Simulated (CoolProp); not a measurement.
Saturated liquid density (kg/m³) of sulfur hexafluoride: the reference equation beside estimates from Tc = 318.7 K, pc = 3.755 MPa, ω = 0.210. Rackett uses Z = 0.29056 − 0.08775 ω.

Computed with CoolProp (reference Helmholtz-energy equation of state, Guder 2009).

```json
[
 {"T (K)": "244.9", "reference": "1734", "Rackett": "1792", "van der Waals": "1106", "Redlich-Kwong": "[?]", "Soave-Redlich-Kwong": "1637", "Peng-Robinson": "1857"},
 {"T (K)": "248.2", "reference": "1716", "Rackett": "1772", "van der Waals": "1093", "Redlich-Kwong": "1555", "Soave-Redlich-Kwong": "1615", "Peng-Robinson": "1832"},
 {"T (K)": "251.5", "reference": "1697", "Rackett": "1752", "van der Waals": "1080", "Redlich-Kwong": "1532", "Soave-Redlich-Kwong": "1592", "Peng-Robinson": "1807"},
 {"T (K)": "254.8", "reference": "1677", "Rackett": "1731", "van der Waals": "1067", "Redlich-Kwong": "1509", "Soave-Redlich-Kwong": "1569", "Peng-Robinson": "1780"},
 {"T (K)": "258", "reference": "[?]", "Rackett": "1710", "van der Waals": "1054", "Redlich-Kwong": "1485", "Soave-Redlich-Kwong": "1545", "Peng-Robinson": "1753"},
 {"T (K)": "261.3", "reference": "1637", "Rackett": "1688", "van der Waals": "1040", "Redlich-Kwong": "1460", "Soave-Redlich-Kwong": "1520", "Peng-Robinson": "1725"},
 {"T (K)": "264.6", "reference": "1616", "Rackett": "1666", "van der Waals": "1026", "Redlich-Kwong": "1434", "Soave-Redlich-Kwong": "1494", "Peng-Robinson": "1695"},
 {"T (K)": "267.9", "reference": "1594", "Rackett": "1643", "van der Waals": "1011", "Redlich-Kwong": "[?]", "Soave-Redlich-Kwong": "1467", "Peng-Robinson": "1664"},
 {"T (K)": "271.2", "reference": "1572", "Rackett": "1619", "van der Waals": "996.0", "Redlich-Kwong": "1380", "Soave-Redlich-Kwong": "1438", "Peng-Robinson": "1632"}
]
```

Complete the blanks.


- 244.9, Redlich-Kwong: 1578
- 258, reference: 1658
- 267.9, Redlich-Kwong: 1407

Absolute difference from the reference over all 9 rows, mean and median: Rackett 3.2 and 3.1 %, van der Waals 36.4 and 36.4 %, Redlich-Kwong 10.5 and 10.4 %, Soave-Redlich-Kwong 6.9 and 6.8 %, Peng-Robinson 5.6 and 5.7 %.
